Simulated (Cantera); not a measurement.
An isothermal, constant-pressure homogeneous reactor starts with 38.8 % CH4, 58.1 % H2O, 3.10 % H2, at 1425 K and 1050 Torr.

Detailed kinetics in Cantera: GRI-Mech 3.0 (53 species, 325 reactions).

**Question.** Predict: x(CH4) at 2.00 s; x(H2O) at 2.00 s; x(H2) at 2.00 s; x(CH2O) at 2.00 s.

**Answer.** 
```
Quantity                                            Result
-----------------  ---------------------------------------
x(CH4) at 2.00 s     0.175 (gas-phase equilibrium 1.50e-5)
x(H2O) at 2.00 s      0.485 (gas-phase equilibrium 0.0965)
x(H2) at 2.00 s        0.258 (gas-phase equilibrium 0.685)
x(CH2O) at 2.00 s  7.04e-7 (gas-phase equilibrium 8.85e-8)
```
